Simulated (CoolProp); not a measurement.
A single-stage vapour-compression cycle with R124: evaporating at 251.15 K (dew point), condensing at 291.15 K (bubble point), superheat 10 K, subcooling 8 K, compressor efficiency 0.65, no pressure losses. Each further row changes one setting.

Model: reference Helmholtz-energy equation of state, de Vries 1995, in CoolProp.

```csv
case,cooling COP,pressure ratio,discharge temperature (K),refrigerating effect (kJ/kg),volumetric capacity (kJ/m³)
as stated,3.69,4.70,319.3,143,603
evaporating temperature 256.15 K,4.39,3.75,316.3,146,760
condensing temperature 286.15 K,4.31,3.98,312.9,148,626
subcooling 13 K,3.83,4.70,319.3,148,626
superheat 20 K,3.71,4.70,330.1,150,606
compressor efficiency 0.55,3.12,4.70,328.2,143,603
```
